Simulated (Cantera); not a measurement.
A freely propagating, adiabatic, planar premixed flame of H2 : O2 : N2 = 1 : 0.185 : 0.696 (molar parts), unburnt at 625 K and 0.632 atm; mixture-averaged transport, grid criteria slope 0.08 and curve 0.16, no radiation.

Cantera simulation using the H2/O2 subset of GRI-Mech 3.0, which has no nitrogen chemistry; the numbers are that mechanism's predictions, not measurements. Burning velocities carry a grid error of a few per cent, more on coarse grids.

Question: What does this change do: inlet temperature 625 to 675 K?

Answer: 
```
quantity                    before     after
------------------------  --------  --------
laminar burning velocity  853 cm/s  986 cm/s
thermal thickness         0.868 mm  0.895 mm
peak x(H)                   0.0921    0.0970
peak x(HO2)               0.000142  0.000121
peak x(OH)                 0.00216   0.00240
peak x(O)                  0.00253   0.00272
```
